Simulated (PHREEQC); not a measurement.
PHREEQC input (Pitzer model, pitzer.dat):

```
SOLUTION 1
  temp 30
  units mol/kgw
  pH 7 charge
  Cl 0.35
  K 0.09
  Na 0.5788
  C(4) 0.008
  S(6) 0.15
  B 0.0056
END
USE solution 1
INCREMENTAL_REACTIONS false
REACTION 1
  H2O -1
  0 9.886 18.011 24.689 30.178 34.689 38.397 41.444
  43.949 46.007 47.699 49.089 50.232 51.172 51.944 52.578
  53.1 53.528 53.88 54.17 54.408 54.603 54.764 54.896
  55.005 55.094 55.168 55.228 moles
EQUILIBRIUM_PHASES 1
  Arcanite 0 0
  Burkeite 0 0
  Glaserite 0 0
  Halite 0 0
  Kalicinite 0 0
  Mirabilite 0 0
  Misenite 0 0
  Nahcolite 0 0
  Natron 0 0
  Sylvite 0 0
  Thenardite 0 0
  Trona 0 0
  Borax 0 0
  Boric_acid,s 0 0
  KB5O8:4H2O 0 0
  K2B4O7:4H2O 0 0
  NaBO2:4H2O 0 0
  NaB5O8:5H2O 0 0
  Teepleite 0 0
SELECTED_OUTPUT 1
  -reset false
  -pH true
  -pe true
  -ionic_strength true
  -water true
  -activities H2O
  -totals B C Cl K Na S
  -molalities H+ Na+ K+ Cl- CO3-2 SO4-2 B(OH)3 OH- HCO3- CO2
    HSO4- B(OH)4- B3O3(OH)4- B4O5(OH)4-2
  -equilibrium_phases Arcanite Burkeite Glaserite Halite Kalicinite Mirabilite Misenite Nahcolite Natron Sylvite
    Thenardite Trona Borax Boric_acid,s KB5O8:4H2O K2B4O7:4H2O NaBO2:4H2O NaB5O8:5H2O Teepleite
PRINT
  -reset false
END
```

Selected output (columns that matter, 19 of 28 rows; water left (kg) added in front):

```
water left (kg)	pH	mu	B	C	Cl	K	Na	S	la_H2O	Burkeite	Glaserite	Halite	Thenardite	Trona
1	9.9518	0.82429	0.0056	0.008	0.35	0.09	0.5788	0.15	-0.0077402	0	0	0	0	0
0.675515	9.9041	1.2204	0.00829	0.011843	0.51812	0.13323	0.85683	0.22205	-0.011379	0	0	0	0	0
0.555205	9.8757	1.4849	0.010086	0.014409	0.6304	0.1621	1.0425	0.27017	-0.013828	0	0	0	0	0
0.456316	9.8445	1.8067	0.012272	0.017532	0.76701	0.19723	1.2684	0.32872	-0.016842	0	0	0	0	0
0.308243	9.7751	2.6747	0.018167	0.025954	1.1355	0.29198	1.8777	0.48663	-0.025247	0	0	0	0	0
0.208219	9.7014	3.9597	0.026895	0.038421	1.6809	0.43224	2.7798	0.7204	-0.038696	0	0	0	0	0
0.171142	9.666	4.8175	0.032721	0.046745	2.0451	0.52588	3.382	0.87647	-0.048482	0	0	0	0	0
0.140658	9.6344	5.8615	0.039813	0.056875	2.4883	0.63985	4.1149	1.0664	-0.061365	0	0	0	0	0
0.0950234	9.5977	8.6758	0.058933	0.08419	3.6833	0.94714	6.0911	1.5786	-0.10192	0	0	0	0	0
0.0641823	9.5051	8.5549	0.087251	0.12464	5.4532	1.1137	6.4463	0.90693	-0.13143	0	0.0061728	0	0.079446	0
0.0527623	9.4959	8.6782	0.10614	0.15162	5.8874	1.1795	6.6154	0.77557	-0.14061	0	0.0092565	0.03937	0.090566	0
0.0433612	9.5128	8.7401	0.12915	0.1845	5.8561	1.1777	6.657	0.77251	-0.14104	0	0.012977	0.096071	0.090548	0
0.029319	9.5634	8.9075	0.191	0.27286	5.7705	1.1725	6.7671	0.76394	-0.14216	0	0.018541	0.18081	0.09052	0
0.019821	9.6383	9.1578	0.28253	0.40361	5.6399	1.1635	6.9262	0.75065	-0.14377	0	0.022313	0.23821	0.090496	0
0.0163161	9.6845	9.3255	0.34322	0.49031	5.5515	1.1569	7.0302	0.74168	-0.14482	0	0.023708	0.25942	0.090482	0
0.0134218	9.74	9.527	0.41213	0.59436	5.4444	1.1482	7.1531	0.73063	-0.14606	0	0.024863	0.27693	0.090467	1.1286e-05
0.00904548	9.8366	9.6107	0.43963	0.62774	5.4029	1.1421	7.2062	0.72046	-0.14664	0.0017951	0.026556	0.30113	0.08678	0.00026335
0.00609387	9.8366	9.6107	0.43963	0.62774	5.4029	1.1421	7.2062	0.72046	-0.14664	0.0038198	0.02768	0.31708	0.08261	0.00017741
0.00500739	9.8366	9.6107	0.43963	0.62774	5.4029	1.1421	7.2062	0.72046	-0.14664	0.0045651	0.028094	0.32295	0.081075	0.00014578
```

Complexes and solids missing from the database can't appear.
